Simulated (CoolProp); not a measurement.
Properties of isobutane along the isobar 22.4 bar (Tc = 407.8 K, pc = 36.29 bar, ω = 0.184).

Model: reference Helmholtz-energy equation of state, Bücker 2006, in CoolProp.

| T (K) | phase | cv (kJ/(kg K)) | isothermal compressibility (1/MPa) | expansivity (1/kK) | viscosity (µPa s) |
|---|---|---|---|---|---|
| 219.5 | liquid | 1.417 | 0.001355 | 1.561 | 408 |
| 229.2 | liquid | 1.444 | 0.001502 | 1.609 | 354 |
| 238.9 | liquid | 1.474 | 0.001672 | 1.663 | 310 |
| 248.6 | liquid | 1.505 | 0.001868 | 1.724 | 274 |
| 258.3 | liquid | 1.537 | 0.002097 | 1.792 | 243 |
| 268 | liquid | 1.571 | 0.002366 | 1.871 | 217 |
| 277.7 | liquid | 1.606 | 0.002687 | 1.961 | 194 |
| 287.4 | liquid | 1.643 | 0.003074 | 2.066 | 175 |
| 297 | liquid | 1.680 | 0.003542 | 2.188 | 158 |
| 306.7 | liquid | 1.719 | 0.004131 | 2.336 | 143 |
| 316.4 | liquid | 1.759 | 0.004882 | 2.516 | 129 |
| 326.1 | liquid | 1.800 | 0.005865 | 2.739 | 117 |
| 335.8 | liquid | 1.842 | 0.007198 | 3.026 | 106 |

Viscosity comes from a separate model (Vogel 2000).
